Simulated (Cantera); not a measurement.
What does this Cantera script print?

```python
import numpy as np
import cantera as ct

gas_names = [...]  # 109 gases of nasa_gas.yaml made of C, Cl, H, Si
cond_names = """
    C(gr) C6H6(L) C7H8(L) C8H18(L),n-octa Si(cr) Si(L) SiC(b)
""".split()


# ... load() reads the species with a 1 bar reference pressure and builds the phases ...
atoms = {
    'SiH2Cl2': {'Si': 1, 'H': 2, 'CL': 2},
    'CH4': {'C': 1, 'H': 4},
    'H2': {'H': 2},
}
top_T = {'C(gr)': 4500, 'SiC(b)': 3050}  # K; cautious upper limits of use, not melting points


# ... equilibrate(T, P, feed) seeds the gas with the atoms and calls Mixture.equilibrate('TP', solver="vcs", rtol=1e-11, max_steps=5000) ...
results = []
feed = {'SiH2Cl2': 1, 'CH4': 2.4, 'H2': 31}  # mol
T = 1323  # K
P = 100000  # Pa
mix = equilibrate(T, P, feed)
results.append((T, P, feed, dict(zip(mix.species_names, mix.species_moles))))
x = sorted(zip(gas.X, gas.species_names), reverse=True)
print(f"T = {T:g} K  P = {P:g} Pa  gas = {mix.phase_moles(0):.4g} mol")
print("   x: " + "  ".join(f"{s} {v:.3e}" for v, s in x if v > 1e-06))
print("   condensed (mol): " + ("  ".join(f"{mix.phase(i).name} {mix.phase_moles(i):.4g}"
      for i in range(1, mix.n_phases) if mix.phase_moles(i) > 1e-12) or "none"))
```

Result:

```
T = 1323 K  P = 100000 Pa  gas = 37.57 mol
   x: H2 9.410e-01  HCL 5.288e-02  CH4 6.019e-03  SiCL4 3.660e-05  SiHCL3 3.304e-05  SiCL2 2.705e-05  SiCL3 1.345e-05  SiH2CL2 4.273e-06  C2H4 1.553e-06  H 1.538e-06
   condensed (mol): C(gr) 1.178  SiC(b) 0.9957
```

Method: chemical equilibrium by Gibbs-energy minimisation in Cantera with the NASA 1993 tables (ideal gas, pure condensed phases). The tables' values for SiCl3 are old estimates; treat these amounts as uncertain.
